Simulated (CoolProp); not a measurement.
Vapour-liquid equilibrium of propane (1) + cyclohexane (2) at 330.1 K; x and y are mole fractions of (1).

Model: multi-fluid Helmholtz-energy mixture model, Lemmon 2009 and Zhou 2014; pair parameters Bell 2016, in CoolProp.

**Question.** Give the bubble pressure and the first vapour's composition at x = 0.05, 0.5, 0.8. Is there an azeotrope?

**Answer.** x = 0.05: 148.6 kPa, y = 0.690; x = 0.5: 1006 kPa, y = 0.964; x = 0.8: 1537 kPa, y = 0.985. No azeotrope shows between x = 0.05 and 0.95.

The pair parameters rest on a limited set of measurements; away from them the model extrapolates. The gap from Raoult's law changes sign with composition, which may be real or a fault of the pair parameters; it wasn't checked against measurements.
